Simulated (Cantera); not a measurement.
Input: 1 mol Si, 1.3 mol NF3, 92 mol N2, at 1227 °C and 1.00 Pa.

These are equilibrium values from Cantera (NASA tables, ideal gas, pure condensed phases), not measurements of a reactor. Candidate condensed phases: Si, Si3N4; 16 gas species. The tables' values for SiF3, SiF2 are old estimates; treat these amounts as uncertain. Equilibrium is a limit: real reactors are often held back by kinetics, nucleation or transport.

Base state: N2 0.989, SiF4 0.00966, SiF3 0.000960, SiF2 5.42e-5 (mole fractions); condensed: gas only.

Task: What changes in the equilibrium state with this change: NF3 from 1.3 to 2.4 mol?

Result: 
```json
[
 {"species": "N2", "before": "0.989", "after": "0.957"},
 {"species": "F", "before": "1.57e-7", "after": "0.0329"},
 {"species": "SiF4", "before": "0.00966", "after": "0.0103"},
 {"species": "SiF3", "before": "0.000960", "after": "4.88e-9"},
 {"species": "SiF2", "before": "5.42e-5", "after": "<1e-9"}
]
```
